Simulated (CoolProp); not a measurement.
A closed Brayton cycle with nitrogen: compressor inlet 323.15 K and 1.6 MPa, high pressure 4.51 MPa, turbine inlet 680 K, compressor efficiency 0.8, turbine efficiency 0.9, recuperator effectiveness 0.8 (on enthalpy, no pinch check). Each further row changes one setting.

The numbers come from the reference Helmholtz-energy equation of state, Span 2000 in CoolProp.

```csv
case,thermal efficiency (%),net work (kJ/kg),compressor to turbine work,compressor exit (K),turbine exit (K)
as stated,11.0,19.9,0.88,462.4,527.3
turbine inlet 630 K,?,7.48,0.95,462.4,487.4
compressor inlet 333.15 K,8.6,15.3,0.91,?,527.3
high pressure 3.83 MPa,13.6,?,?,?,?
recuperator effectiveness 0.5,9.9,19.9,0.88,462.4,527.3
```

Question: Some entries are withheld; supply them.

Answer: 
- turbine inlet 630 K, thermal efficiency (%): 4.7
- compressor inlet 333.15 K, compressor exit (K): 476.6
- high pressure 3.83 MPa, net work (kJ/kg): 22.8
- high pressure 3.83 MPa, compressor to turbine work: 0.84
- high pressure 3.83 MPa, compressor exit (K): 437.7
- high pressure 3.83 MPa, turbine exit (K): 548.9
